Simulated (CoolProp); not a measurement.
Vapour-liquid equilibrium of n-octane (1) + ethylbenzene (2) at 0.798 MPa; x and y are mole fractions of (1).

The numbers come from the multi-fluid Helmholtz-energy mixture model, Beckmüller 2019 and Zhou 2012; pair parameters Bell 2016 in CoolProp.

Problem. Give the bubble temperature and the first vapour's composition at x = 0.35, 0.725, 0.8. Is there an azeotrope?

Solution. x = 0.35: 500.2 K, y = 0.400; x = 0.725: 495.6 K, y = 0.749; x = 0.8: 495.0 K, y = 0.816. No azeotrope shows between x = 0.05 and 0.95.

Pair parameters are fitted to limited data, so mixtures are less certain than the pure fluids.
